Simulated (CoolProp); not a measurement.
Saturation properties of n-octane.

The numbers come from the reference Helmholtz-energy equation of state, Beckmüller 2019 in CoolProp.

```csv
T (K),p (bar),liquid density (kg/m³),enthalpy of vaporisation (kJ/kg),vapour Z,surface tension (mN/m),liquid conductivity (mW/(m K))
400.2,1.053,609.9,300.5,0.9422,11.9,96.2
413.1,1.483,597.3,291.4,0.9266,10.8,(withheld)
426,2.038,584.3,281.8,0.9085,9.68,89.9
438.9,2.741,570.6,271.6,0.8876,8.62,86.8
451.8,3.616,556.4,260.7,(withheld),7.58,83.8
464.7,4.690,541.2,249.1,0.8367,6.55,80.9
477.6,5.990,(withheld),236.4,0.8060,5.54,78.0
490.5,7.546,507.8,222.6,0.7714,4.56,75.2
503.4,9.392,488.8,207.2,0.7320,3.62,72.4
516.3,11.56,467.6,189.7,0.6870,2.71,69.7
529.2,14.10,443.1,169.4,0.6348,1.86,67.2
542.1,17.06,413.6,144.7,0.5719,1.08,64.9
555,20.50,373.8,111.5,(withheld),0.429,63.5
```

Complete the blanks.


- 413.1, liquid conductivity (mW/(m K)): 93.0
- 451.8, vapour Z: 0.8638
- 477.6, liquid density (kg/m³): 525.1
- 555, vapour Z: 0.4902

It boils at 398.8 K under 1 atm.

Thermal conductivity comes from a separate model (Huber 2005). Surface tension comes from a separate correlation (Mulero 2012).
